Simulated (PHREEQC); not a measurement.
A solution holds 21 mmol/kgw HF, 0.13 mmol/kgw (CH3)4NF and 0.46 mmol/kgw H4SiO4, at 20 °C. Closed to the air; pH follows from the charge balance.

Model: ion-association model, phreeqc.dat, run in PHREEQC.

This is a speciation only: nothing precipitates in the calculation.

Question: Order these F species by the share of F that they hold, largest first: SiF6-2, HF, F-, HF2-.

Answer: HF (71 %), F- (15 %), SiF6-2 (13 %), HF2- (1.6 %)

The pH is 2.42 and the ionic strength 0.00464 mol/kgw. Complexes and solids missing from the database can't appear. (CH3)4N+ isn't in the database: it is added as a free cation with an ion size of 4 Å. SiF6-2 is the database's only silicon fluoride.
